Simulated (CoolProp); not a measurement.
Vapour-liquid equilibrium of hydrogen sulfide (1) + n-heptane (2) at 3.05 bar; x and y are mole fractions of (1).

Values from CoolProp's multi-fluid Helmholtz-energy mixture model, Lemmon 2006 and Span 2003; pair parameters Kunz 2012.

```
x      bubble temperature, mixture model (K)  bubble temperature, Raoult's law (K)  y, mixture model  y, Raoult's law
-----  -------------------------------------  ------------------------------------  ----------------  ---------------
0.05                                   349.0                                 343.5             0.834            0.872
0.125                                  290.8                                 305.1             0.986            0.976
0.2                                    269.3                                 286.8             0.996            0.991
0.275                                  258.9                                 275.5             0.998            0.996
0.35                                   253.2                                 267.4             0.999            0.998
0.425                                  249.6                                 261.3             0.999            0.999
0.5                                    247.3                                 256.4             0.999            0.999
0.575                                  245.6                                 252.3             0.999            0.999
0.65                                   244.1                                 248.8             1.000            1.000
0.725                                  242.8                                 245.8             1.000            1.000
0.8                                    241.5                                 243.2             1.000            1.000
0.875                                  240.2                                 240.8             1.000            1.000
0.95                                   238.6                                 238.7             1.000            1.000
```

The largest gap from Raoult's law is -17.5 K in bubble temperature, at x = 0.2. No azeotrope shows between x = 0.05 and 0.95.

The pair parameters rest on a limited set of measurements; away from them the model extrapolates. The gap from Raoult's law changes sign with composition, which may be real or a fault of the pair parameters; it wasn't checked against measurements. With so large a gap from Raoult's law the liquid may split in two, which this calculation doesn't test in full.
